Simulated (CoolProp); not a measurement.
A single-stage vapour-compression cycle with ammonia: evaporating at 204.15 K (dew point), condensing at 238.15 K (bubble point), superheat 10 K, subcooling 0 K, compressor efficiency 0.7, no pressure losses. Each further row changes one setting.

The numbers come from the reference Helmholtz-energy equation of state, Gao 2020 in CoolProp.

| case | cooling COP | pressure ratio | discharge temperature (K) | refrigerating effect (kJ/kg) | volumetric capacity (kJ/m³) |
|---|---|---|---|---|---|
| as stated | ? | 7.94 | 402.6 | 1340 | 151 |
| evaporating temperature 209.15 K | ? | 5.58 | 373.2 | 1350 | 212 |
| condensing temperature 233.15 K | ? | 6.11 | 375.2 | 1360 | 153 |
| subcooling 5 K | 3.41 | 7.94 | 402.6 | 1360 | 153 |
| superheat 20 K | ? | 7.94 | ? | 1360 | 146 |
| compressor efficiency 0.6 | ? | 7.94 | 431.3 | 1340 | 151 |

**Question.** Fill in the missing entries.

**Answer.** 
- as stated, cooling COP: 3.36
- evaporating temperature 209.15 K, cooling COP: 4.17
- condensing temperature 233.15 K, cooling COP: 4.04
- superheat 20 K, cooling COP: 3.26
- superheat 20 K, discharge temperature (K): 419.4
- compressor efficiency 0.6, cooling COP: 2.88
